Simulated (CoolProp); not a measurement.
Model: reference Helmholtz-energy equation of state, Thol 2015, in CoolProp.

### Question
Give the vapour pressure (bar), liquid density (kg/m³), vapour density (kg/m³), enthalpy of vaporisation (kJ/kg) of saturated 1,2-dichloroethane at 97.65, 116.05, 122.25 °C.

### Answer
| T (°C) | p (bar) | liquid density (kg/m³) | vapour density (kg/m³) | enthalpy of vaporisation (kJ/kg) |
|---|---|---|---|---|
| 97.65 | 1.55 | 1130 | 5.18 | 316 |
| 116.05 | 2.55 | 1100 | 8.28 | 305 |
| 122.25 | 2.98 | 1090 | 9.60 | 301 |
